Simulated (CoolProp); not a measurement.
Computed with CoolProp (reference Helmholtz-energy equation of state, Akasaka 2015).

For R245fa, give the phase and the density (kg/m³), cp (kJ/(kg K)), isothermal compressibility (1/MPa) at 114.85 °C and 4100 kPa; 140.85 °C and 4100 kPa.


- 114.85 °C and 4100 kPa: liquid; density 1060, cp 1.61, isothermal compressibility 0.0120
- 140.85 °C and 4100 kPa: liquid; density 915, cp 1.92, isothermal compressibility 0.0386
